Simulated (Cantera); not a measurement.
Gas mixture: 7.58 % CO2, 47.0 % NO, 45.5 % O2, at 15.0 Torr, frozen composition.

Cantera's kinetic-theory transport with the Lennard-Jones parameters of GRI-Mech 3.0, ideal gas; thermal conductivity in the mixture-averaged form. The composition is frozen, though it would react at the higher temperatures.

One state of this run: ρ (kg/m³) = 0.0110; cp (J/kg/K) = 1057; μ (µPa s) = 35.4; λ (mW/m/K) = 52.7; Pr = 0.711; D (cm²/s) H = 272; D (cm²/s) OH = 67.4; D (cm²/s) CH3 = 48.8. D: mixture-averaged diffusion coefficient of that species in the mixture.

### Question
Which value of T (K) does it belong to?
(A) 550
(B) 700
(C) 1300
(D) 1000

### Answer
B, 700
